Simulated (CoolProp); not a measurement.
n-hexane at 293.15 K and 0.00723 MPa is compressed adiabatically to 0.0256 MPa with isentropic efficiency 0.75. Each further row changes one setting.

Computed with CoolProp (reference Helmholtz-energy equation of state, Thol 2019).

```tsv
case	work (kJ/kg)	final temperature (K)	final density (kg/m³)
as stated	49.0	322.6	0.835
efficiency 1	36.8	315.6	0.854
efficiency 0.65	56.5	326.8	0.823
```
